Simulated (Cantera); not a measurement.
Input: 1 mol FeS, 42 mol H2, at 977 °C and 1.00 bar.

Equilibrium computed with Cantera from the NASA thermochemical tables; the gas is ideal and each condensed phase is pure. Candidate condensed phases: Fe, FeS, FeS2, S; 8 gas species. Mutual solubility and eutectic melting of coexisting phases are not modelled. FeS: taken at fixed stoichiometry. Equilibrium is a limit: real reactors are often held back by kinetics, nucleation or transport.

Base state: H2 0.994, H2S 0.00551 (mole fractions); condensed: Fe(γ) + FeS(s).

**Question.** What changes in the equilibrium state with this change: FeS replaced by PbO?

**Answer.** 
```json
[
 {"species": "H2", "before": "0.994", "after": "0.975"},
 {"species": "H2O", "before": "0", "after": "0.0238"},
 {"species": "Pb", "before": "0", "after": "0.00134"},
 {"species": "H2S", "before": "0.00551", "after": "0"},
 {"species": "Fe(γ), mol", "before": "0.232", "after": "0"},
 {"species": "FeS(s), mol", "before": "0.768", "after": "0"},
 {"species": "Pb(l), mol", "before": "0", "after": "0.944"}
]
```
Further candidate phases: H2O, Pb, PbO, PbO2, Pb3O4.
